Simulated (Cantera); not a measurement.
Feed: 1 mol Al, 0.46 mol Br2, equilibrated at 18.0 mbar.

Equilibrium computed with Cantera from the NASA thermochemical tables; the gas is ideal and each condensed phase is pure. Candidate condensed phases: Al, AlBr3, Br2; 7 gas species. Equilibrium is a limit: real reactors are often held back by kinetics, nucleation or transport.

Q: What share of the Al ends up in condensed phases as a function of T (K), at 1000, 1050, 1100, 1150, 1200, 1250, 1300, 1350, 1400?

A: 
```json
[
 {"T (K)": "1000", "Al condensed (%)": "68.8", "as": "Al(l)"},
 {"T (K)": "1050", "Al condensed (%)": "68.2", "as": "Al(l)"},
 {"T (K)": "1100", "Al condensed (%)": "66.9", "as": "Al(l)"},
 {"T (K)": "1150", "Al condensed (%)": "64.4", "as": "Al(l)"},
 {"T (K)": "1200", "Al condensed (%)": "59.9", "as": "Al(l)"},
 {"T (K)": "1250", "Al condensed (%)": "52.0", "as": "Al(l)"},
 {"T (K)": "1300", "Al condensed (%)": "39.3", "as": "Al(l)"},
 {"T (K)": "1350", "Al condensed (%)": "24.6", "as": "Al(l)"},
 {"T (K)": "1400", "Al condensed (%)": "14.5", "as": "Al(l)"}
]
```
